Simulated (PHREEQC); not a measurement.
Model water analysis in mmol/kgw, 25 °C, pH 7.3: Na 112; K 2.31; Ca 3.01; Mg 7.81; Cl 120; S(6) 8.3; Alkalinity (meq/kgw) 0.274.

Cl is adjusted to close the charge balance.
Valence states are taken as typed.

Computed with PHREEQC (Pitzer model, pitzer.dat).

No solid was allowed to form.

### Question
Order these C species by the share of C that they hold, largest first: MgCO3, CO3-2, CO2, HCO3-.

### Answer
HCO3- (92 %), CO2 (8.0 %), CO3-2 (0.27 %), MgCO3 (0.14 %)

The pH is 7.30 and the ionic strength 0.155 mol/kgw. Species that the database lacks are ignored.
